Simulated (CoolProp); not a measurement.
Vapour-liquid equilibrium of n-pentane (1) + acetone (2) at 432.1 K; x and y are mole fractions of (1).

The numbers come from the multi-fluid Helmholtz-energy mixture model, Thol 2019 and Lemmon 2006; pair parameters Bell 2016 in CoolProp.

```
x     bubble pressure (MPa)  y at the bubble point  dew pressure at overall composition x (MPa)  liquid density (mol/L)
----  ---------------------  ---------------------  -------------------------------------------  ----------------------
0.05                  1.489                  0.108                                        1.416                   10.02
0.15                  1.699                  0.260                                        1.544                   9.325
0.25                  1.852                  0.365                                        1.685                   8.692
0.35                  1.962                  0.446                                        1.831                   8.122
0.45                  2.038                  0.517                                        1.967                   7.619
0.55                  2.085                  0.584                                        2.065                   7.186
0.65                  2.104                  0.653                                        2.104                   6.828
0.75                  2.091                  0.729                                        2.082                   6.546
0.85                  2.038                  0.818                                        2.011                   6.335
0.95                  1.933                  0.930                                        1.912                   6.183
```

y crosses x between x = 0.65 and 0.75: the model has an azeotrope there.

The pair parameters rest on a limited set of measurements; away from them the model extrapolates.
